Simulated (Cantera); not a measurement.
**CH3Cl + HCl + H2 (fluorocarbon and chlorocarbon gases)**

Charge: 1 mol CH3Cl, 0.01 mol HCl, 2.8 mol H2, at 0.580 bar.

Equilibrium computed with Cantera from the NASA thermochemical tables; the gas is ideal and each condensed phase is pure. Candidate condensed phases: C, C6H6, C7H8, C8H18; 103 gas species. Ions and electrons are included (thermal ionisation). The tables' values for CCl are old estimates; treat these amounts as uncertain. The numbers say what is thermodynamically allowed, not how fast it happens.

| T (K) | x H | x H2 | x HCl | x Cl | x C | x C2H2 (acetylene) | x C3 | x C2H | x C2 | n C(graphite) |
|---|---|---|---|---|---|---|---|---|---|---|
| 3000 | 0.162 | 0.607 | 0.160 | 0.0291 | 8.74e-5 | 0.0378 | 0.000538 | 0.00173 | 5.46e-5 | 0.543 |
| 3250 | 0.287 | 0.464 | 0.121 | 0.0503 | 0.000784 | 0.0564 | 0.00624 | 0.00832 | 0.000667 | 0.0267 |
| 3500 | 0.449 | 0.335 | 0.0791 | 0.0703 | 0.00336 | 0.0310 | 0.0143 | 0.0131 | 0.00243 | 0 |
| 3750 | 0.602 | 0.209 | 0.0447 | 0.0845 | 0.0101 | 0.0112 | 0.0181 | 0.0129 | 0.00545 | 0 |
| 4000 | 0.709 | 0.115 | 0.0228 | 0.0918 | 0.0236 | 0.00299 | 0.0155 | 0.00903 | 0.00863 | 0 |
| 4250 | 0.765 | 0.0589 | 0.0112 | 0.0944 | 0.0440 | 0.000639 | 0.00933 | 0.00484 | 0.0102 | 0 |
| 4500 | 0.788 | 0.0301 | 0.00564 | 0.0949 | 0.0658 | 0.000111 | 0.00377 | 0.00197 | 0.00865 | 0 |
| 4750 | 0.798 | 0.0161 | 0.00298 | 0.0948 | 0.0808 | 1.65e-5 | 0.00105 | 0.000637 | 0.00549 | 0 |
| 5000 | 0.803 | 0.00903 | 0.00167 | 0.0948 | 0.0880 | 2.42e-6 | 0.000248 | 0.000188 | 0.00299 | 0 |
x: gas mole fraction; n: condensed amount in mol.

From 3000 K to 3250 K the condensed part is C(graphite). From 3500 K to 5000 K nothing is condensed. The main C-bearing gas is C2H2 (acetylene) at 3000 K and C at 5000 K.
